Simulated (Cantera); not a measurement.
An isothermal, constant-pressure homogeneous reactor starts with C₂H₆ : N₂ = 1 : 2.5 (molar parts), at 1175 K and 42.0 Torr. Integrator tolerance rtol = 1e-08.

Computed with Cantera and GRI-Mech 3.0 (53 species, 325 reactions). GRI-Mech 3.0 stops at C3 and has no aromatics, soot or wall deposition, so with more carbon than oxygen in the feed, carbon stays in small species such as C2H2 where larger ones or solid carbon would form.

Problem. What does this change do: pressure from 42.0 Torr to 0.375 Torr?

Solution. 
| quantity | before | after |
|---|---|---|
| x(C₂H₆) at 70.0 s | 0.000123 (gas-phase equilibrium 4.71e-5) | 6.90e-5 (gas-phase equilibrium 1.67e-8) |
| x(HCN) at 70.0 s | 2.01e-11 (gas-phase equilibrium 0.0720) | 6.42e-10 (gas-phase equilibrium 0.0825) |
| x(H) at 70.0 s | 1.06e-6 (gas-phase equilibrium 2.40e-7) | 1.91e-6 (gas-phase equilibrium 3.31e-6) |
| x(CH₄) at 70.0 s | 0.0434 (gas-phase equilibrium 0.123) | 0.0885 (gas-phase equilibrium 0.00302) |
| x(C₂H) at 70.0 s | 7.04e-11 (gas-phase equilibrium 1.46e-11) | 8.64e-11 (gas-phase equilibrium 1.81e-10) |
| x(CH₂) at 70.0 s | 5.28e-12 (gas-phase equilibrium 1.42e-12) | 7.46e-11 (gas-phase equilibrium 2.29e-12) |
Radical loss at walls, strong at low pressure, is not modelled.
